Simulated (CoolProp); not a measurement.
Model: reference Helmholtz-energy equation of state, Tillner-Roth 1997, in CoolProp.

For CH2F2 (R32), give the phase and the cp (kJ/(kg K)), viscosity (µPa s), Prandtl number at 258.2 K and 1.01 bar; 294.2 K and 1.01 bar.


- 258.2 K and 1.01 bar: gas; cp 0.819, viscosity 11.5, Prandtl number 0.874
- 294.2 K and 1.01 bar: gas; cp 0.843, viscosity 13.2, Prandtl number 0.834

Viscosity comes from a separate model (Bell 2016), an estimate that may be off by 10 % or more. Thermal conductivity comes from a separate model (Huber 2003), an estimate that may be off by 10 % or more.
